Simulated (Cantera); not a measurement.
An isothermal, constant-pressure homogeneous reactor starts with 26.5 % H2, 73.5 % O2, equivalence ratio 0.18, at 1025 K and 2.63 Torr.

Detailed kinetics in Cantera: the H2/O2 subset of GRI-Mech 3.0, which has no nitrogen chemistry. Radical loss at walls, strong at low pressure, is not modelled. The temperature is held fixed by assumption; the heat of reaction is taken as removed at once.

x: mole fraction; the columns are a selection and need not sum to one.

```json
[
 {"t (s)": "0.000200", "x H2": "0.265", "x O2": "0.735", "x HO2": "1.93e-10", "x H2O2": "<1e-12", "x OH": "1.75e-11"},
 {"t (s)": "0.000447", "x H2": "0.265", "x O2": "0.735", "x HO2": "4.33e-10", "x H2O2": "<1e-12", "x OH": "6.13e-11"},
 {"t (s)": "0.00100", "x H2": "0.265", "x O2": "0.735", "x HO2": "9.70e-10", "x H2O2": "<1e-12", "x OH": "2.74e-10"},
 {"t (s)": "0.00224", "x H2": "0.265", "x O2": "0.735", "x HO2": "2.22e-9", "x H2O2": "2.34e-12", "x OH": "3.07e-9"},
 {"t (s)": "0.00500", "x H2": "0.265", "x O2": "0.735", "x HO2": "1.38e-8", "x H2O2": "1.63e-11", "x OH": "4.61e-7"},
 {"t (s)": "0.0112", "x H2": "0.147", "x O2": "0.680", "x HO2": "2.57e-6", "x H2O2": "1.08e-7", "x OH": "0.00644"},
 {"t (s)": "0.0250", "x H2": "…", "x O2": "0.620", "x HO2": "…", "x H2O2": "…", "x OH": "…"},
 {"t (s)": "0.0560", "x H2": "…", "x O2": "0.646", "x HO2": "4.37e-6", "x H2O2": "…", "x OH": "…"},
 {"t (s)": "0.125", "x H2": "0.00423", "x O2": "0.676", "x HO2": "4.70e-6", "x H2O2": "1.35e-7", "x OH": "0.00339"},
 {"t (s)": "0.280", "x H2": "0.000854", "x O2": "0.691", "x HO2": "3.64e-6", "x H2O2": "1.71e-7", "x OH": "0.00148"},
 {"t (s)": "0.626", "x H2": "0.000116", "x O2": "0.694", "x HO2": "1.55e-6", "x H2O2": "1.25e-7", "x OH": "0.000537"},
 {"t (s)": "1.40", "x H2": "1.90e-5", "x O2": "0.695", "x HO2": "4.40e-7", "x H2O2": "6.40e-8", "x OH": "0.000221"},
 {"t (s)": "3.13", "x H2": "4.31e-6", "x O2": "0.695", "x HO2": "1.26e-7", "x H2O2": "3.11e-8", "x OH": "0.000107"},
 {"t (s)": "7.00", "x H2": "1.24e-6", "x O2": "0.695", "x HO2": "4.11e-8", "x H2O2": "1.55e-8", "x OH": "5.84e-5"}
]
```

Problem. Some entries are withheld; supply them.

Solution. 
- 0.0250, x H2: 0.0119
- 0.0250, x HO2: 3.86e-6
- 0.0250, x H2O2: 6.29e-8
- 0.0250, x OH: 0.00554
- 0.0560, x H2: 0.00915
- 0.0560, x H2O2: 8.70e-8
- 0.0560, x OH: 0.00494
